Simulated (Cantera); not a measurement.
Input: 1 mol FeS, 1.6 mol SO2, 0.45 mol H2O, 2 mol SO3, at 923 K and 0.210 bar.

Equilibrium computed with Cantera from the NASA thermochemical tables; the gas is ideal and each condensed phase is pure. FeS: taken at fixed stoichiometry. Gases not in the tables: S3 to S7. Equilibrium is a limit: real reactors are often held back by kinetics, nucleation or transport.

```csv
species,before,after
SO2,0.881,0.860
H2O,0.0944,0.0936
S2,0.0204,0.0411
S2O,0.00208,0.00323
SO,1.02e-5,0.000110
H2,8.64e-5,0.000350
H2S,0.00189,0.00211
"FeS(s), mol",0.269,0.146
"Fe3O4(s), mol",0.244,0.285
```
Gas species are given as mole fractions.

**Question.** Name the change that produced these shifts.
A. pressure from 0.210 bar to 1.00 bar
B. temperature from 923 K to 1073.15 K
C. temperature from 923 K to 1423.15 K
D. pressure from 0.210 bar to 0.960 bar

**Answer.** B, temperature from 923 K to 1073.15 K. Mutual solubility and eutectic melting of coexisting phases are not modelled
